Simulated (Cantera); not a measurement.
Feed: 1 mol Cu2O, 16 mol CO, equilibrated at 1 atm.

These are equilibrium values from Cantera (NASA tables, ideal gas, pure condensed phases), not measurements of a reactor. Candidate condensed phases: C, Cu, CuO, Cu2O; 15 gas species. Equilibrium is a limit: real reactors are often held back by kinetics, nucleation or transport.

x: gas mole fraction; n: condensed amount in mol.

```tsv
T (K)	x CO	x CO2	x Cu	n C(graphite)	n Cu(s)
1050	0.845	0.155	[?]	1.28	2.00
1075	0.891	0.109	[?]	0.675	2.00
1100	0.924	0.0763	[?]	0.205	2.00
1125	0.938	0.0625	[?]	0	2.00
1150	0.938	0.0625	[?]	0	2.00
1175	0.938	0.0625	[?]	0	2.00
1200	0.938	0.0625	[?]	0	2.00
1225	0.938	0.0625	[?]	0	2.00
1250	0.938	0.0625	[?]	0	2.00
1275	0.938	0.0625	[?]	0	2.00
```

Some entries are withheld; supply them.


- 1050, x Cu: 1.04e-10
- 1075, x Cu: 2.52e-10
- 1100, x Cu: 5.88e-10
- 1125, x Cu: 1.32e-9
- 1150, x Cu: 2.85e-9
- 1175, x Cu: 5.97e-9
- 1200, x Cu: 1.21e-8
- 1225, x Cu: 2.39e-8
- 1250, x Cu: 4.58e-8
- 1275, x Cu: 8.54e-8
